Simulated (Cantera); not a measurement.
# Thermodynamics of iron carbonyl, mercury and lead vapours, feed PbO + N2

Charge: 1 mol PbO, 8.8 mol N2, held at 0.710 bar.

These are equilibrium values from Cantera (NASA tables, ideal gas, pure condensed phases), not measurements of a reactor. Candidate condensed phases: Pb, PbO, PbO2, Pb3O4; 12 gas species. Gases not in the tables: (PbO)n polymers. The numbers say what is thermodynamically allowed, not how fast it happens.

```json
[
 {"T (K)": "1248", "x N2": "1.000", "x PbO": "0.000248", "x Pb": "4.24e-5", "x O2": "1.97e-5", "x NO": "3.03e-6", "x O": "3.51e-10", "n PbO(l)": "0.997"},
 {"T (K)": "1298", "x N2": "0.999", "x PbO": "0.000614", "x Pb": "0.000106", "x O2": "4.95e-5", "x NO": "6.76e-6", "x O": "1.43e-9", "n PbO(l)": "0.994"},
 {"T (K)": "1348", "x N2": "0.998", "x PbO": "0.00142", "x Pb": "0.000246", "x O2": "0.000116", "x NO": "1.42e-5", "x O": "5.22e-9", "n PbO(l)": "0.985"},
 {"T (K)": "1398", "x N2": "0.996", "x PbO": "0.00306", "x Pb": "0.000537", "x O2": "0.000255", "x NO": "2.81e-5", "x O": "1.74e-8", "n PbO(l)": "0.968"},
 {"T (K)": "1448", "x N2": "0.992", "x PbO": "0.00625", "x Pb": "0.00111", "x O2": "0.000528", "x NO": "5.29e-5", "x O": "5.32e-8", "n PbO(l)": "0.935"},
 {"T (K)": "1498", "x N2": "0.985", "x PbO": "0.0121", "x Pb": "0.00218", "x O2": "0.00104", "x NO": "9.53e-5", "x O": "1.51e-7", "n PbO(l)": "0.872"},
 {"T (K)": "1548", "x N2": "0.971", "x PbO": "0.0224", "x Pb": "0.00408", "x O2": "0.00196", "x NO": "0.000165", "x O": "4.01e-7", "n PbO(l)": "0.760"}
]
```
x: gas mole fraction; n: condensed amount in mol.

From 1248 K to 1548 K the condensed part is PbO(l). The share of Pb in condensed phases is highest at 1248 K (99.7 %) and lowest at 1548 K (76.0 %).
